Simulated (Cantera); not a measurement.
A closed system holds: 1 mol CH3F, 0.05 mol H2, held at 2223 K and 10000 Pa.

Method: chemical equilibrium by Gibbs-energy minimisation in Cantera with the NASA 1993 tables (ideal gas, pure condensed phases). Candidate condensed phases: C, C6H6, C7H8, C8H18; 95 gas species. Kinetics and transport are ignored.

Base state: H2 0.500, HF 0.484, H 0.0143, C2H2 (acetylene) 0.00145, F 1.29e-5 (mole fractions); condensed: C(graphite).

What changes in the equilibrium state with this change: CH3F replaced by CH3Cl?


| species | before | after |
|---|---|---|
| H2 | 0.500 | 0.502 |
| HCl | 0 | 0.472 |
| H | 0.0143 | 0.0144 |
| HF | 0.484 | 0 |
| Cl | 0 | 0.00980 |
| F | 1.29e-5 | 0 |
| C2H2 (acetylene) | 0.00145 | 0.00146 |
| C(graphite), mol | 0.994 | 0.994 |
